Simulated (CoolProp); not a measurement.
A single-stage vapour-compression cycle with the fluid: evaporating at 276.15 K (dew point), condensing at 306.15 K (bubble point), superheat 5 K, subcooling 8 K, compressor efficiency 0.8, no pressure losses. The same conditions are run with several fluids, on thermodynamics alone (safety and materials aside).

Values from CoolProp's reference Helmholtz-energy equation of state of each fluid (the fluoroketone C6F12O (FK-5-1-12): McLinden 2015; R134a: Tillner-Roth 1994; R1336mzz(E): Akasaka 2023; R141b: Lemmon 2006; R125: Lemmon 2005; R245fa: Akasaka 2015).

| fluid | cooling COP | pressure ratio | discharge temperature (K) | refrigerating effect (kJ/kg) | volumetric capacity (kJ/m³) |
|---|---|---|---|---|---|
| the fluoroketone C6F12O (FK-5-1-12) | 6.69 | ? | 306.2 | 80.9 | ? |
| R134a | ? | ? | 319.2 | 170 | 2660 |
| R1336mzz(E) | 6.84 | 3.07 | 308.9 | 133 | 804 |
| R141b | 7.04 | 3.26 | 323.1 | 215 | ? |
| R125 | 6.32 | 2.30 | 315.2 | ? | ? |
| R245fa | 6.96 | 3.25 | 314.2 | 179 | 643 |

Problem. Fill in the missing entries.

Solution. 
- the fluoroketone C6F12O (FK-5-1-12), pressure ratio: 3.84
- the fluoroketone C6F12O (FK-5-1-12), volumetric capacity (kJ/m³): 162
- R134a, cooling COP: 6.76
- R134a, pressure ratio: 2.57
- R141b, volumetric capacity (kJ/m³): 352
- R125, refrigerating effect (kJ/kg): 106
- R125, volumetric capacity (kJ/m³): 4760

The compression ends wet for: the fluoroketone C6F12O (FK-5-1-12).
